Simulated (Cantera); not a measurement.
A closed system holds: 1 mol SiCl₄, 0.47 mol HCl, 84 mol H₂, at 0.110 bar.

These are equilibrium values from Cantera (NASA tables, ideal gas, pure condensed phases), not measurements of a reactor. Candidate condensed phases: Si; 19 gas species. Rates play no part.

Over these rows the condensed part is Si(s). Partial pressures as log10 of bar:

```
T (K)  1000/T (1/K)  log p SiHCl₃  log p H₂  log p HCl
-----  ------------  ------------  --------  ---------
1248         0.8013         -3.95     -0.98      -2.41
1298         0.7704         -4.20     -0.98      -2.38
1348         0.7418         -4.47     -0.98      -2.36
1398         0.7153         -4.74     -0.98      -2.36
1448         0.6906         -5.01     -0.98      -2.36
1498         0.6676             ?     -0.98      -2.36
```

Q: Fit log p(SiHCl₃) = a + b·(1000/T) to the five rows, give the apparent enthalpy, and predict the row at 1498 K.

A: Means: 1000/T = 0.7439, log p = -4.474. Sxy = 0.073507, Sxx = 0.0076603, so b = 9.60 and a = -4.474 − (9.60)×0.7439 = -11.62.
Apparent enthalpy: −19.145 × (9.60) = -184 kJ/mol. With the condensed phases at unit activity, Si(s) + 3 HCl(g) = SiHCl₃(g) + H₂(g) links this pressure to the main gases: over the six rows their terms move log p by +0.15 in all, so the slope isn't that reaction's ΔH° alone. The five rows lie within 0.03 of the line.
Prediction at 1498 K: -11.62 + (9.60)×0.6676 = -5.21. The computed value is -5.26, 0.05 from the line.
